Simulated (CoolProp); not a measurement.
R507A along the isotherm 335.3 K: Z from the reference equation and from simpler models built on Tc = 343.8 K, pc = 37.05 bar, ω = 0.286; each cubic takes its own stable root.

The numbers come from the reference Helmholtz-energy equation of state, Lemmon 2003 in CoolProp. It is a pseudo-pure fit of the blend.

```tsv
p (bar)	phase	reference	van der Waals	Redlich-Kwong
3.7	gas	0.9594	0.9676	0.9625
7.41	gas	0.9165	0.9332	0.9229
11.1	gas	0.8709	0.8966	0.8810
14.8	gas	0.8216	0.8568	0.8357
18.5	gas	0.7675	0.8131	0.7863
44.5	liquid	0.1829	0.2916	0.2340
48.2	liquid	0.1952	0.3077	0.2469
51.9	liquid	0.2075	0.3244	0.2600
55.6	liquid	0.2198	0.3413	0.2732
```
